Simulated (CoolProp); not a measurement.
A single-stage vapour-compression cycle with the fluid: evaporating at 301.15 K (dew point), condensing at 327.15 K (bubble point), superheat 2 K, subcooling 5 K, compressor efficiency 0.9, no pressure losses. The same conditions are run with several fluids, on thermodynamics alone (safety and materials aside).

Model: reference Helmholtz-energy equation of state of each fluid (R123: Younglove 1994; R21: Platzer 1990; cis-2-butene: Lemmon 2005; n-pentane: Thol 2019; n-perfluorobutane: Gao 2022; R114: Platzer 1990), in CoolProp. The equations of Platzer and Polt are older, rougher fits.

```tsv
fluid	cooling COP	pressure ratio	discharge temperature (K)	refrigerating effect (kJ/kg)	volumetric capacity (kJ/m³)
R123	9.78	2.35	[?]	150	967
R21	9.81	[?]	342.3	207	[?]
cis-2-butene	9.72	2.11	331.7	[?]	[?]
n-pentane	9.75	2.36	327.1	[?]	719
n-perfluorobutane	8.72	2.10	327.1	64.2	1980
R114	9.47	2.11	327.2	107	1840
```

Problem. What belongs in the gaps?

Solution. 
- R123, discharge temperature (K): 328.7
- R21, pressure ratio: 2.20
- R21, volumetric capacity (kJ/m³): 1810
- cis-2-butene, refrigerating effect (kJ/kg): 344
- cis-2-butene, volumetric capacity (kJ/m³): 1930
- n-pentane, refrigerating effect (kJ/kg): 317

The compression ends wet for: n-pentane; n-perfluorobutane; R114.
